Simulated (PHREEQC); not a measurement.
Solution (70 °C): 0.027 mol/kgw HCl, 0.74 mol/kgw Li2SO4 and 0.00038 mol/kgw Fe2(SO4)3. Closed to the air; pH follows from the charge balance.

Model: ion-association model, phreeqc.dat, run in PHREEQC.

- pH = 2.79
- ionic strength = 1.66 mol/kgw
- activity of water = 0.966
- total alkalinity = -28.5 meq/kg

```csv
species,molality,activity,log γ
Li+,1.21,0.765,-0.200
SO4-2,0.448,0.0474,-0.975
LiSO4-,0.267,0.159,-0.227
Cl-,0.0270,0.0151,-0.251
HSO4-,0.0248,0.0229,-0.036
H+,0.00225,0.00160,-0.147
FeSO4+,0.000384,0.000228,-0.227
Fe(SO4)2-,0.000299,0.000275,-0.036
```

No solid was allowed to form. Saturation is exceeded, for instance for Hematite (slow to form), Goethite (slow to form); the values hold only as long as no solid forms. Caution: at this ionic strength the ion-association model is outside its range; a Pitzer model would be the better tool where its parameters exist. Complexes and solids missing from the database can't appear. Away from 25 °C the constants follow the database's enthalpies or fits; those with neither stay at their 25 °C values.
